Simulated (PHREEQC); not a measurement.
Dissolve 0.15 mol FeCl3, 0.019 mol H3AsO4 and 0.00047 mol HCl per kg of water at 25 °C. Closed to the air; pH follows from the charge balance.

All values are PHREEQC results (ion-association model, wateq4f.dat), not measurements.

Precipitation was switched off in this run.

Question: Order these Fe species by the share of Fe that they hold, largest first: Fe2(OH)2+4, FeOH+2, FeCl+2, FeCl2+, Fe+3.

Answer: FeCl+2 (55 %), Fe+3 (21 %), FeCl2+ (14 %), Fe2(OH)2+4 (5.6 %), FeOH+2 (3.4 %)

The pH is 1.79 and the ionic strength 0.541 mol/kgw. Examples of supersaturated solids here: Scorodite, Hematite (slow to form). Others may be too. The database's scorodite may be far more soluble than the real mineral, and it has no iron arsenate complexes; the constant wasn't checked at its source.
